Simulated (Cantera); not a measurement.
## Thermodynamics of abatement and gas-phase synthesis, feed NH3 + SO2 + H2

Feed: 1 mol NH3, 0.088 mol SO2, 2.7 mol H2, equilibrated at 75.0 Torr.

Equilibrium computed with Cantera from the NASA thermochemical tables; the gas is ideal and each condensed phase is pure. Candidate condensed phases: H2O, H2SO4, S; 35 gas species. Equilibrium is a limit: real reactors are often held back by kinetics, nucleation or transport.

```tsv
T (K)	x H2	x N2	x H	x H2O	x H2S
1900	0.839	0.106	0.00230	0.0372	0.0106
2000	0.837	0.106	0.00471	0.0370	0.00847
2100	0.834	0.105	0.00900	0.0367	0.00664
2200	0.827	0.105	0.0162	0.0363	0.00509
2300	0.817	0.104	0.0277	0.0357	0.00381
2400	0.801	0.103	0.0450	0.0349	0.00277
2500	0.778	0.101	0.0701	0.0339	0.00195
```
x: gas mole fraction; nothing condenses.

From 1900 K to 2500 K nothing is condensed.
